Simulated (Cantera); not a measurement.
Cantera run:

```python
import numpy as np
import cantera as ct

gas_names = [...]  # 110 gases of nasa_gas.yaml made of C, H, O
cond_names = """
    C(gr) C6H6(L) C7H8(L) C8H18(L),n-octa H2O(s) H2O(L)
""".split()


# ... load() reads the species with a 1 bar reference pressure and builds the phases ...
atoms = {
    'C2H5OH': {'C': 2, 'H': 6, 'O': 1},
    'CO2': {'C': 1, 'O': 2},
}
top_T = {'C(gr)': 4500}  # K; cautious upper limits of use, not melting points


# ... equilibrate(T, P, feed) seeds the gas with the atoms and calls Mixture.equilibrate('TP', solver="vcs", rtol=1e-11, max_steps=5000) ...
results = []
feed = {'C2H5OH': 1, 'CO2': 2}  # mol
T = 2075  # K
for P in [10, 46, 220, 1000, 4600, 22000, 100000, 460000, 2200000, 10000000]:
    mix = equilibrate(T, P, feed)
    results.append((T, P, feed, dict(zip(mix.species_names, mix.species_moles))))

top = {s: max(r[3][s] / sum(r[3][g] for g in gas_names) for r in results) for s in gas_names}
cols = sorted((s for s in top if top[s] > 1e-06), key=lambda s: -top[s])[:9]
seen = [c for c in cond_names if any(r[3].get(c, 0) > 1e-12 for r in results)]
print("log10 of partial pressures in bar; condensed amounts in mol")
print(f"{'P/Pa':>10s}" + "".join(f"{s[:9]:>10s}" for s in cols + seen))
for T, P, feed, n in results:
    ng = sum(n[g] for g in gas_names)
    print(f"{P:10.4g}" + "".join(f"{np.log10(max(n[s] / ng * P / 1e5, 1e-99)):10.3f}" for s in cols)
          + "".join(f"{n.get(c, 0):10.4g}" for c in seen))
```

It prints:

```
log10 of partial pressures in bar; condensed amounts in mol
      P/Pa        CO        H2         H       H2O       CO2        OH         O        O2       CH4
        10    -4.306    -4.616    -4.882    -5.057    -5.433    -6.266    -6.677    -7.487   -20.607
        46    -3.626    -3.888    -4.518    -4.347    -4.771    -5.920    -6.695    -7.523   -18.453
       220    -2.937    -3.176    -4.163    -3.647    -4.093    -5.576    -6.706    -7.546   -16.331
      1000    -2.275    -2.505    -3.827    -2.980    -3.437    -5.245    -6.712    -7.557   -14.320
      4600    -1.611    -1.835    -3.492    -2.314    -2.775    -4.913    -6.714    -7.562   -12.313
   2.2e+04    -0.930    -1.152    -3.151    -1.632    -2.096    -4.573    -6.716    -7.565   -10.266
     1e+05    -0.272    -0.493    -2.821    -0.974    -1.438    -4.244    -6.716    -7.566    -8.289
   4.6e+05     0.391     0.170    -2.489    -0.310    -0.776    -3.913    -6.717    -7.566    -6.299
   2.2e+06     1.071     0.850    -2.149     0.369    -0.096    -3.573    -6.717    -7.567    -4.259
     1e+07     1.728     1.508    -1.821     1.027     0.562    -3.244    -6.717    -7.566    -2.287
```

Method: chemical equilibrium by Gibbs-energy minimisation in Cantera with the NASA 1993 tables (ideal gas, pure condensed phases). The ideal-gas law is rough above about 30 bar.
